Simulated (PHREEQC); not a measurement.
0.012 g of hydrous ferric oxide (600 m²/g; 0.2 weak and 0.005 strong sites per Fe, Dzombak-Morel constants, diffuse double layer) in 1 kg of water with 0.05 mol/kgw of an inert sodium salt, at 25 °C; the pH is set by adding NaOH or the inert anion's acid. O2 is buffered at 0.21 atm. The system is closed to CO2. No solid was allowed to form.

All values are PHREEQC results (ion-association model, wateq4f.dat), not measurements.

| pH | surface charge σ (C/m²) | surface potential ψ (mV) |
|---|---|---|
| 3 | 0.357 | 169 |
| 3.38 | 0.342 | 167 |
| 3.75 | 0.317 | 164 |
| 4.12 | ? | 158 |
| 4.5 | 0.238 | 149 |
| 4.88 | 0.194 | 139 |
| 5.25 | 0.154 | ? |
| 5.62 | 0.119 | 114 |
| 6 | 0.089 | 99 |
| 6.38 | 0.064 | 84 |
| 6.75 | ? | 67 |
| 7.12 | 0.030 | 50 |
| 7.5 | 0.017 | 31 |
| 7.88 | ? | 12 |
| 8.25 | ? | -7 |
| 8.62 | -0.014 | -26 |
| 9 | -0.026 | -45 |

Q: Complete the blanks.

A: 
- 4.12, surface charge σ (C/m²): 0.281
- 5.25, surface potential ψ (mV): 127
- 6.75, surface charge σ (C/m²): 0.045
- 7.88, surface charge σ (C/m²): 0.006
- 8.25, surface charge σ (C/m²): -0.004

Species that the database lacks are ignored. The oxide is taken as insoluble; below pH 4 it would dissolve.
